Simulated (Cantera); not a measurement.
A freely propagating, adiabatic, planar premixed flame of C₃H₈ : O₂ : N₂ = 1 : 6.33 : 18.4 (molar parts), equivalence ratio 0.79, unburnt at 500 K and 290000 Pa; multicomponent transport, grid criteria slope 0.08 and curve 0.16, no radiation.

Detailed kinetics in Cantera: GRI-Mech 3.0 (53 species, 325 reactions). GRI-Mech 3.0 was tuned for natural gas; its chemistry of propane as a main component is partial and can be far from experiment. Burning velocities carry a grid error of a few per cent, more on coarse grids.

x: mole fraction of selected species; z is measured from the peak of heat release.

```
z (mm)   T (K)  u (m/s)    x C₃H₈    x O₂    x N₂O       x H    x CH₂      x CO
-------  -----  -------  --------  ------  -------  --------  -------  --------
-0.313     500     1.05    0.0388   0.246    <1e-8     <1e-8    <1e-8   2.89e-6
-0.209     501     1.05    0.0388   0.245    <1e-8     <1e-8    <1e-8   3.80e-5
-0.157     506     1.06    0.0387   0.245    <1e-8     <1e-8    <1e-8  0.000199
-0.104     545     1.15    0.0384   0.240    <1e-8     <1e-8    <1e-8   0.00162
-0.0522    877     1.89    0.0306   0.205  2.64e-8   1.80e-5  7.00e-8    0.0154
-0.0261   1296     2.87    0.0131   0.160  8.21e-8  0.000337  5.30e-6    0.0364
0         1722     3.90  0.000629   0.110  2.00e-7   0.00218  4.29e-5    0.0582
0.0261    1917     4.34   1.14e-6  0.0817  3.75e-7   0.00413  1.69e-5    0.0571
0.0522    1995     4.50     <1e-8  0.0702  5.17e-7   0.00476  1.33e-6    0.0460
0.104     2092     4.67     <1e-8     [?]      [?]       [?]    <1e-8       [?]
0.209     2203     4.88     <1e-8  0.0565  6.96e-7   0.00287    <1e-8    0.0207
0.418     2303     5.07     <1e-8  0.0530  7.69e-7   0.00139    <1e-8    0.0139
0.836     2371     5.20     <1e-8  0.0507  7.65e-7       [?]    <1e-8       [?]
```

Question: Complete the blanks.

Answer: 
- 0.104, x O₂: 0.0619
- 0.104, x N₂O: 6.27e-7
- 0.104, x H: 0.00437
- 0.104, x CO: 0.0313
- 0.836, x H: 0.000638
- 0.836, x CO: 0.00898
